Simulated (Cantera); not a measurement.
Input: 1 mol SiH2Cl2, 42 mol N2, 0.34 mol H2, held at 0.160 bar.

Equilibrium computed with Cantera from the NASA thermochemical tables; the gas is ideal and each condensed phase is pure. Candidate condensed phases: NH4Cl, Si, Si3N4; 28 gas species. The tables' values for SiCl3 are old estimates; treat these amounts as uncertain. Equilibrium is a limit: real reactors are often held back by kinetics, nucleation or transport. All values below are at 1600 K.

Base state: N2 0.947, HCl 0.0336, H2 0.0138, SiCl2 0.00443, SiCl3 0.000692, SiCl4 0.000266, Cl 3.07e-5, H 1.60e-5 (mole fractions); condensed: Si3N4(s).

**Question.** What changes in the equilibrium state with this change: H2 from 0.34 to 5.3 mol?

**Answer.** 
```tsv
species	before	after
N2	0.947	0.850
H2	0.0138	0.110
HCl	0.0336	0.0392
SiCl2	0.00443	0.000818
SiCl4	0.000266	8.42e-6
SiCl3	0.000692	5.29e-5
SiHCl3	1.58e-5	3.40e-6
H	1.60e-5	4.50e-5
Cl	3.07e-5	1.27e-5
Si3N4(s), mol	0.254	0.319
```

**Question.** What changes in the equilibrium state with this change: pressure from 0.160 bar to 82.0 mbar?

**Answer.** 
```json
[
 {"species": "N2", "before": "0.947", "after": "0.947"},
 {"species": "HCl", "before": "0.0336", "after": "0.0317"},
 {"species": "H2", "before": "0.0138", "after": "0.0147"},
 {"species": "SiCl2", "before": "0.00443", "after": "0.00577"},
 {"species": "SiCl4", "before": "0.000266", "after": "0.000148"},
 {"species": "SiHCl3", "before": "1.58e-5", "after": "9.92e-6"},
 {"species": "H", "before": "1.60e-5", "after": "2.30e-5"},
 {"species": "Cl", "before": "3.07e-5", "after": "3.92e-5"},
 {"species": "Si3N4(s), mol", "before": "0.254", "after": "0.238"}
]
```

**Question.** What changes in the equilibrium state with this change: N2 from 42 to 12 mol?

**Answer.** 
```csv
species,before,after
N2,0.947,0.834
HCl,0.0336,0.101
H2,0.0138,0.0467
SiCl2,0.00443,0.0129
SiHCl3,1.58e-5,0.000137
SiCl4,0.000266,0.00205
"Si3N4(s), mol",0.254,0.249
```
